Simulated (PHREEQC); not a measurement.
0.079 g of hydrous ferric oxide (600 m²/g; 0.2 weak and 0.005 strong sites per Fe, Dzombak-Morel constants, diffuse double layer) in 1 kg of water with 0.1 mol/kgw of an inert sodium salt, at 25 °C; the pH is set by adding NaOH or the inert anion's acid. O2 is buffered at 0.21 atm. No CO2 enters from the air. Precipitation was switched off in this run.

Base run: PHREEQC, ion-association model, wateq4f.dat. Each further column changes one thing. The table gives surface charge σ (C/m²).

| pH | base | background salt from 0.1 to 0.01 mol/kgw | oxide from 0.079 to 0.4 g/kgw | 0.00053 mol/kgw BaCl2 added |
|---|---|---|---|---|
| 3 | 0.363 | 0.325 | 0.363 | 0.363 |
| 4 | 0.321 | 0.216 | 0.321 | 0.321 |
| 5.5 | 0.159 | 0.077 | 0.159 | 0.159 |
| 6.5 | 0.074 | 0.030 | 0.074 | 0.075 |
| 7.5 | 0.022 | 0.008 | 0.022 | 0.025 |
| 8.5 | -0.014 | -0.005 | -0.014 | -0.010 |
| 10 | -0.094 | -0.040 | -0.094 | -0.046 |
| 11 | -0.190 | -0.099 | -0.190 | -0.049 |

The oxide is taken as insoluble; below pH 4 it would dissolve.
